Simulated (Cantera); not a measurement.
A perfectly stirred reactor is fed with H2 : O2 : N2 = 0.92 : 1 : 0.77 (molar parts), equivalence ratio 0.46, at 0.540 bar; it is held at 1325 K, and followed from long to short residence time.

Model: the H2/O2 subset of GRI-Mech 3.0, which has no nitrogen chemistry, integrated in Cantera. The temperature is held fixed by assumption; the heat of reaction is taken as removed at once.

### Question
What does this change do: O2 1 to 0.11 parts?

### Answer
| quantity | before | after |
|---|---|---|
| x(H2) at τ = 4.40 s | 3.98e-5 | 0.414 |
| x(O2) at τ = 4.40 s | 0.242 | 1.56e-5 |
| x(H2O) at τ = 4.40 s | 0.412 | 0.130 |
| x(H2O2) at τ = 4.40 s | 2.30e-7 | 7.51e-10 |
| x(H) at τ = 4.40 s | 3.49e-7 | 0.000529 |
| x(H2) at τ = 0.160 s | 0.000365 | 0.412 |
| x(O2) at τ = 0.160 s | 0.242 | 8.27e-5 |
| x(H2O) at τ = 0.160 s | 0.412 | 0.130 |
| x(H2O2) at τ = 0.160 s | 1.14e-6 | 1.91e-9 |
| x(H) at τ = 0.160 s | 9.75e-6 | 0.00274 |

### Question
What does this change do: temperature 1325 to 1175 K?

### Answer
```
quantity                  before     after
----------------------  --------  --------
x(H2) at τ = 4.40 s      3.98e-5  0.000142
x(O2) at τ = 4.40 s        0.242     0.242
x(H2O) at τ = 4.40 s       0.412     0.412
x(H2O2) at τ = 4.40 s    2.30e-7   3.57e-7
x(H) at τ = 4.40 s       3.49e-7   2.71e-7
x(H2) at τ = 0.160 s    0.000365   0.00137
x(O2) at τ = 0.160 s       0.242     0.243
x(H2O) at τ = 0.160 s      0.412     0.411
x(H2O2) at τ = 0.160 s   1.14e-6   3.83e-6
x(H) at τ = 0.160 s      9.75e-6   7.37e-6
```
